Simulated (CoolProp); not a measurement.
500 sccm (0 °C, 1 atm) of nitrogen bubbles through liquid ethanol at 338 K and leaves saturated at a total pressure of 0.15 MPa (ideal gas phase). Each further row changes one setting.

Values from CoolProp's reference Helmholtz-energy equation of state, Schroeder 2014.

| case | vapour pressure (kPa) | mole fraction of vapour | delivery (mg/min) | delivery (sccm) | change of delivery for a bath 1 K warmer (%) |
|---|---|---|---|---|---|
| as stated | 57.8 | 0.386 | 645 | 314 | 7.4 |
| bath temperature 343 K | 71.5 | 0.477 | ___ | ___ | 8.5 |
| total pressure 0.3 MPa | 57.8 | ___ | 245 | ___ | ___ |

### Question
Fill in the missing entries.

### Answer

- bath temperature 343 K, delivery (mg/min): 937
- bath temperature 343 K, delivery (sccm): 456
- total pressure 0.3 MPa, mole fraction of vapour: 0.193
- total pressure 0.3 MPa, delivery (sccm): 119
- total pressure 0.3 MPa, change of delivery for a bath 1 K warmer (%): 5.5
